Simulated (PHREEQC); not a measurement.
Consider water at 20 °C with 0.0012 mol/kgw HF, 0.0042 mol/kgw NH4F, 6e-07 mol/kgw H4SiO4 and 0.0013 mol/kgw H2SO4. Closed to the air; pH follows from the charge balance.

Equilibrium calculation in PHREEQC: ion-association model, wateq4f.dat.

Task: The ionic strength comes out as 0.00626 mol/kgw. What activity coefficients do H+, NH4SO4-, SO4-2, F-, HSO4- get?

Result: H+ 0.93, NH4SO4- 0.92, SO4-2 0.72, F- 0.92, HSO4- 0.92.

Precipitation was switched off in this run. Complexes and solids missing from the database can't appear. SiF6-2 is the database's only silicon fluoride.
